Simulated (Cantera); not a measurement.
An isothermal, constant-pressure homogeneous reactor starts with CH4 : CO2 = 1 : 3.6 (molar parts), at 1500 K and 101000 Pa.

Model: GRI-Mech 3.0 (53 species, 325 reactions), integrated in Cantera.

Problem. Predict: x(CH4) at 20.0 s; x(CO2) at 20.0 s; x(H) at 20.0 s; x(CH2CO) at 20.0 s; x(C2H6) at 20.0 s.

Solution. 
```
Property                                               Value
------------------  ----------------------------------------
x(CH4) at 20.0 s     0.00723 (gas-phase equilibrium 3.07e-8)
x(CO2) at 20.0 s         0.252 (gas-phase equilibrium 0.226)
x(H) at 20.0 s       5.93e-6 (gas-phase equilibrium 6.47e-6)
x(CH2CO) at 20.0 s  3.51e-6 (gas-phase equilibrium 2.01e-12)
x(C2H6) at 20.0 s     1.03e-6 (gas-phase equilibrium <1e-12)
```
